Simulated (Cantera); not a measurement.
**Stirred combustor or abatement burner**

A perfectly stirred reactor is fed with CO : H2 : CH4 : O2 : N2 : H2O = 1 : 0.91 : 0.21 : 0.982 : 3.69 : 0.56 (molar parts), at 0.987 atm; it is adiabatic with a 775 K inlet, and is followed from long to short residence time, starting on the burning branch (τ in s: 0.25, 0.1, 0.043, 0.018, 0.0073, 0.003, 0.0013, 0.00052, 0.00022, 8.9e-05, 3.7e-05, 1.5e-05, 6.4e-06).

Model: GRI-Mech 3.0 (53 species, 325 reactions), integrated in Cantera.

| τ (s) | T (K) | x CO | x H2 | x CH4 | x O2 | x N2O | x H2O | x C2H2 |
|---|---|---|---|---|---|---|---|---|
| 0.25 | 2403 | 0.0828 | 0.0353 | 3.67e-7 | 0.000711 | 4.07e-8 | 0.238 | 6.19e-11 |
| 0.10 | 2399 | 0.0829 | 0.0354 | 8.28e-7 | 0.000813 | 4.06e-8 | 0.238 | 1.95e-10 |
| 0.043 | 2391 | 0.0831 | 0.0355 | 1.62e-6 | 0.00102 | 4.04e-8 | 0.237 | 5.30e-10 |
| 0.018 | 2375 | 0.0834 | 0.0359 | 2.95e-6 | 0.00145 | 4.02e-8 | 0.235 | 1.25e-9 |
| 0.0073 | 2344 | 0.0841 | 0.0367 | 5.14e-6 | 0.00230 | 3.97e-8 | 0.232 | 2.48e-9 |
| 0.0030 | 2295 | 0.0851 | 0.0379 | 8.79e-6 | 0.00375 | 3.93e-8 | 0.228 | 4.29e-9 |
| 0.0013 | 2228 | 0.0865 | 0.0397 | 1.51e-5 | 0.00579 | 3.92e-8 | 0.222 | 7.10e-9 |
| 0.00052 | 2130 | 0.0882 | 0.0421 | 2.95e-5 | 0.00877 | 3.97e-8 | 0.214 | 1.36e-8 |
| 0.00022 | 2019 | 0.0901 | 0.0443 | 6.11e-5 | 0.0122 | 4.04e-8 | 0.205 | 2.98e-8 |
| 8.9e-5 | 1887 | 0.0936 | 0.0459 | 0.000150 | 0.0169 | 4.09e-8 | 0.196 | 8.44e-8 |
| 3.7e-5 | 1750 | 0.103 | 0.0466 | 0.000433 | 0.0244 | 4.13e-8 | 0.191 | 2.94e-7 |
| 1.5e-5 | 1565 | 0.131 | 0.0548 | 0.00230 | 0.0465 | 3.48e-8 | 0.183 | 2.14e-6 |
| 6.4e-6 | 775 | 0.136 | 0.124 | 0.0286 | 0.134 | <1e-12 | 0.0762 | <1e-12 |
x: mole fraction; the columns are a selection and need not sum to one.
